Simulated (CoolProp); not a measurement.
Saturation properties of benzene.

Model: reference Helmholtz-energy equation of state, Thol 2012, in CoolProp.

```json
[
 {"T (°C)": "74.35", "p (kPa)": "84.68", "liquid density (kg/m³)": "819.8", "liquid cp (kJ/(kg K))": "1.886", "liquid viscosity (µPa s)": "338", "liquid conductivity (mW/(m K))": "125"},
 {"T (°C)": "89.45", "p (kPa)": "134.1", "liquid density (kg/m³)": "802.8", "liquid cp (kJ/(kg K))": "1.937", "liquid viscosity (µPa s)": "292", "liquid conductivity (mW/(m K))": "121"},
 {"T (°C)": "104.65", "p (kPa)": "204.0", "liquid density (kg/m³)": "785.2", "liquid cp (kJ/(kg K))": "1.991", "liquid viscosity (µPa s)": "254", "liquid conductivity (mW/(m K))": "116"},
 {"T (°C)": "119.75", "p (kPa)": "298.2", "liquid density (kg/m³)": "(withheld)", "liquid cp (kJ/(kg K))": "2.048", "liquid viscosity (µPa s)": "223", "liquid conductivity (mW/(m K))": "112"},
 {"T (°C)": "134.95", "p (kPa)": "423.3", "liquid density (kg/m³)": "748.6", "liquid cp (kJ/(kg K))": "2.107", "liquid viscosity (µPa s)": "196", "liquid conductivity (mW/(m K))": "107"},
 {"T (°C)": "150.05", "p (kPa)": "583.0", "liquid density (kg/m³)": "729.3", "liquid cp (kJ/(kg K))": "(withheld)", "liquid viscosity (µPa s)": "174", "liquid conductivity (mW/(m K))": "103"},
 {"T (°C)": "165.25", "p (kPa)": "785.3", "liquid density (kg/m³)": "(withheld)", "liquid cp (kJ/(kg K))": "2.237", "liquid viscosity (µPa s)": "154", "liquid conductivity (mW/(m K))": "98.5"},
 {"T (°C)": "180.35", "p (kPa)": "1034", "liquid density (kg/m³)": "(withheld)", "liquid cp (kJ/(kg K))": "2.311", "liquid viscosity (µPa s)": "136", "liquid conductivity (mW/(m K))": "94.2"},
 {"T (°C)": "195.55", "p (kPa)": "1338", "liquid density (kg/m³)": "664.7", "liquid cp (kJ/(kg K))": "2.397", "liquid viscosity (µPa s)": "121", "liquid conductivity (mW/(m K))": "(withheld)"},
 {"T (°C)": "210.65", "p (kPa)": "1700", "liquid density (kg/m³)": "640.0", "liquid cp (kJ/(kg K))": "2.500", "liquid viscosity (µPa s)": "107", "liquid conductivity (mW/(m K))": "85.4"}
]
```

Problem. Some entries are withheld; supply them.

Solution. 
- 119.75, liquid density (kg/m³): 767.3
- 150.05, liquid cp (kJ/(kg K)): 2.169
- 165.25, liquid density (kg/m³): 709.0
- 180.35, liquid density (kg/m³): 687.6
- 195.55, liquid conductivity (mW/(m K)): 89.8

It boils at 80.1 °C under 1 atm.

Viscosity comes from a separate model (Avgeri 2014). Thermal conductivity comes from a separate model (Assael 2012).
